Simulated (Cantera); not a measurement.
A closed system holds: 1 mol n-butane, 0.059 mol CO2, 5.3 mol H2, held at 2500 K and 100 Torr.

Method: chemical equilibrium by Gibbs-energy minimisation in Cantera with the NASA 1993 tables (ideal gas, pure condensed phases). Candidate condensed phases: C, C6H6, C7H8, C8H18, H2O; 110 gas species. Kinetics and transport are ignored.

### Question
What is the equilibrium state?

### Answer
| Quantity | Result |
|---|---|
| x(H2) | 0.913 |
| x(H) | 0.0658 |
| x(CO) | 0.0110 |
| x(C2H2 (acetylene)) | 0.00988 |
| x(C2H) | 5.11e-5 |
| x(C4H2) | 4.41e-5 |
| x(CH3) | 2.16e-5 |
| x(CH4) | 1.67e-5 |
| x(C2H2 (vinylidene)) | 7.70e-6 |
| n(C(graphite)) | 3.72 mol |
| gas amount | 10.77 mol |
